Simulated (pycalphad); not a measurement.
## Effect of Si content in Al-Fe-Si

CALPHAD calculation (pycalphad, COST 507 light-alloy database (1999)), 1 atm. The database dates from 1999; later assessments differ in places, in temperatures and in the compounds included. Amounts are mole fractions of atoms.

### Question
One of these alloys has its liquidus at 689 °C, its solidus at 625 °C, and holds FCC_A1 0.92, ALFESI_BETA 0.04, ALFESI_ALPHA 0.04 at 327 °C. Which?
(A) Al-2.693Fe-1.016Si (wt.%)
(B) Al-2.691Fe-2.707Si (wt.%)
(C) Al-2.694Fe-0.1642Si (wt.%)

### Answer
A, Al-2.693Fe-1.016Si (wt.%). The others: Al-2.694Fe-0.1642Si (wt.%), liquidus 695, solidus 644; Al-2.691Fe-2.707Si (wt.%), liquidus 677, solidus 577

Database names, with the compositions (at.%) that they take in these runs: ALFESI_ALPHA: Al 71-74 Fe 19 Si 7-10; ALFESI_BETA: Al 70 Fe 15 Si 15. FCC_A1 is fcc.
